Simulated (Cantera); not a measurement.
**Nitride etching: BN + HCl**

A closed system holds: 1 mol BN, 30 mol HCl, at 2098 K and 0.220 bar.

Method: chemical equilibrium by Gibbs-energy minimisation in Cantera with the NASA 1993 tables (ideal gas, pure condensed phases). Candidate condensed phases: B, BN, NH₄Cl; 21 gas species. The tables' values for BCl₂, BCl are old estimates; treat these amounts as uncertain. Gases not in the tables: BHCl₂. Rates play no part.

The x(HCl) is 0.877. The x(H₂) comes out as 0.0541 and the x(BCl₃) is 0.0273. The x(Cl) is 0.0182 and the x(N₂) is 0.0164. The x(BCl₂) is 0.00397 and the x(BCl) is 0.00163. The x(H) is 0.00153, the x(Cl₂) comes out as 6.55e-5 and the gas amount comes out as 30.41 mol. The log10 activity of B(s) (absent) comes out as -2.32.
